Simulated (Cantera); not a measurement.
An adiabatic, constant-volume homogeneous reactor starts with H2 : O2 : N2 : H2O = 1 : 1.61 : 6.06 : 0.011 (molar parts), at 1098 K and 2.00 bar.

Model: the H2/O2 subset of GRI-Mech 3.0, which has no nitrogen chemistry, integrated in Cantera.

x: mole fraction; the columns are a selection and need not sum to one.

```tsv
t (s)	T (K)	P (bar)	x H2	x O2	x OH	x H2O2	x O	x H	x HO2
9.00e-6	1098	2.00	0.115	0.185	8.47e-10	1.76e-11	…	5.56e-9	1.06e-8
2.16e-5	1098	2.00	0.115	0.185	1.39e-8	4.19e-10	…	8.87e-8	1.73e-7
5.20e-5	1099	2.00	0.115	0.185	1.10e-5	9.36e-7	…	5.54e-5	7.69e-5
0.000125	2113	3.63	0.000259	0.134	0.00370	2.60e-7	…	6.33e-5	5.94e-6
0.000300	2124	3.65	0.000122	0.135	0.00260	2.34e-7	0.000317	2.11e-5	4.97e-6
0.000721	2124	3.65	0.000122	0.135	0.00260	2.34e-7	0.000317	2.10e-5	4.97e-6
0.00173	2124	3.65	0.000122	0.135	0.00260	2.34e-7	0.000317	2.10e-5	4.97e-6
0.00416	2124	3.65	0.000122	0.135	0.00260	2.34e-7	0.000317	2.10e-5	4.97e-6
0.00999	2124	3.65	0.000122	0.135	0.00260	2.34e-7	0.000317	2.10e-5	4.97e-6
0.0240	2124	3.65	0.000122	0.135	0.00260	2.34e-7	0.000317	2.10e-5	4.97e-6
0.0577	2124	3.65	0.000122	0.135	0.00260	2.34e-7	0.000317	2.10e-5	4.97e-6
0.139	2124	3.65	0.000122	0.135	0.00260	2.34e-7	0.000317	2.10e-5	4.97e-6
0.333	2124	3.65	0.000122	0.135	0.00260	2.34e-7	0.000317	2.10e-5	4.97e-6
0.800	2124	3.65	0.000122	0.135	0.00260	2.34e-7	0.000317	2.10e-5	4.97e-6
```

**Question.** Complete the blanks.

**Answer.** 
- 9.00e-6, x O: 1.93e-9
- 2.16e-5, x O: 3.19e-8
- 5.20e-5, x O: 1.94e-5
- 0.000125, x O: 0.000664
